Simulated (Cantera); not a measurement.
# Equilibrium for chlorosilane synthesis and conversion: Si + Cl2 + H2

A closed system holds: 1 mol Si, 2.6 mol Cl2, 6.1 mol H2, held at 1098 K and 1 atm.

These are equilibrium values from Cantera (NASA tables, ideal gas, pure condensed phases), not measurements of a reactor. Candidate condensed phases: Si; 19 gas species. The tables' values for SiCl3 are old estimates; treat these amounts as uncertain. Equilibrium is a limit: real reactors are often held back by kinetics, nucleation or transport.

The x(H2) is 0.706 and the x(HCl) comes out as 0.164. The x(SiCl4) is 0.122, the x(SiHCl3) comes out as 0.00762 and the x(SiCl3) is 0.000493. The x(SiH2Cl2) is 5.71e-5 and the x(SiCl2) is 2.81e-5. The gas amount is 7.702 mol and the log10 activity of Si(s) (absent) is -3.44.
